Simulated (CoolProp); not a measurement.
Saturation properties of propane (Tc = 369.9 K, pc = 4.251 MPa, ω = 0.152).

Computed with CoolProp (reference Helmholtz-energy equation of state, Lemmon 2009).

| T (K) | p (MPa) | enthalpy of vaporisation (kJ/kg) | vapour Z | surface tension (mN/m) | liquid viscosity (µPa s) |
|---|---|---|---|---|---|
| 253.9 | 0.2512 | 399.9 | 0.9293 | 12.6 | 154 |
| 259.3 | 0.3034 | 393.2 | 0.9194 | 11.9 | 145 |
| 264.7 | 0.3633 | 386.3 | 0.9086 | 11.2 | 137 |
| 270.1 | 0.4318 | 379.1 | (withheld) | 10.5 | 130 |
| 275.5 | 0.5094 | 371.5 | 0.8844 | 9.83 | 123 |
| 280.9 | 0.5970 | 363.7 | 0.8710 | 9.15 | (withheld) |
| 286.3 | 0.6953 | 355.4 | 0.8566 | 8.47 | 110 |
| 291.7 | 0.8050 | 346.7 | (withheld) | 7.81 | 104 |
| 297.1 | 0.9269 | 337.6 | 0.8247 | 7.15 | 98.2 |
| 302.5 | 1.062 | 327.9 | (withheld) | (withheld) | 92.8 |
| 307.9 | 1.211 | 317.7 | 0.7884 | 5.87 | 87.7 |
| 313.3 | 1.374 | 306.8 | 0.7683 | 5.25 | 82.7 |

Task: Fill in the missing entries.

Result: 
- 270.1, vapour Z: 0.8970
- 280.9, liquid viscosity (µPa s): 116
- 291.7, vapour Z: 0.8412
- 302.5, vapour Z: 0.8071
- 302.5, surface tension (mN/m): 6.50

It boils at 231.0 K under 1 atm.

Viscosity comes from a separate model (Vogel 1998). Surface tension comes from a separate correlation (Mulero 2012).
